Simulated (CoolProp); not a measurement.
Vapour-liquid equilibrium of acetone (1) + benzene (2) at 0.0647 MPa; x and y are mole fractions of (1).

Model: multi-fluid Helmholtz-energy mixture model, Lemmon 2006 and Thol 2012; pair parameters Bell 2016, in CoolProp.

```
x     bubble temperature, mixture model (K)  bubble temperature, Raoult's law (K)  y, mixture model  y, Raoult's law
----  -------------------------------------  ------------------------------------  ----------------  ---------------
0.05                                  336.5                                 337.6             0.135            0.103
0.2                                   330.3                                 333.0             0.401            0.356
0.35                                    ___                                 329.1             0.564            0.546
0.5                                     ___                                 325.7               ___            0.692
0.65                                    ___                                 322.6             0.784            0.808
0.8                                     ___                                 319.9               ___            0.901
0.95                                    ___                                 317.5             0.969            0.978
```

Question: What belongs in the gaps?

Answer: 
- 0.35, bubble temperature, mixture model (K): 326.2
- 0.5, bubble temperature, mixture model (K): 323.2
- 0.5, y, mixture model: 0.684
- 0.65, bubble temperature, mixture model (K): 320.9
- 0.8, bubble temperature, mixture model (K): 318.9
- 0.8, y, mixture model: 0.877
- 0.95, bubble temperature, mixture model (K): 317.2

The largest gap from Raoult's law is -2.9 K in bubble temperature, at x = 0.35. No azeotrope shows between x = 0.05 and 0.95.

The pair parameters rest on a limited set of measurements; away from them the model extrapolates.
